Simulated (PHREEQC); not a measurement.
Consider water at 20 °C with 0.18 mol HF, 0.00036 mol CsF, 0.00039 mol (NH4)2SiF6 and 0.0098 mol H3PO4 per kg of water. Closed to the air; pH follows from the charge balance.

Model: ion-association model, wateq4f.dat, run in PHREEQC.

No solid was allowed to form.

Problem. Order these F species by the share of F that they hold, largest first: HF, SiF6-2, H2F2, F-, HF2-.

Solution. HF (56 %), H2F2 (36 %), F- (3.9 %), HF2- (2.9 %), SiF6-2 (1.3 %)

The pH is 1.92 and the ionic strength 0.0149 mol/kgw. wateq4f.dat counts part of the HF as a dimer, H2F2, which phreeqc.dat doesn't know; its constant is uncertain. H3PO4, which wateq4f.dat lacks, is added to it with the constant of phreeqc.dat. SiF6-2 is the database's only silicon fluoride.
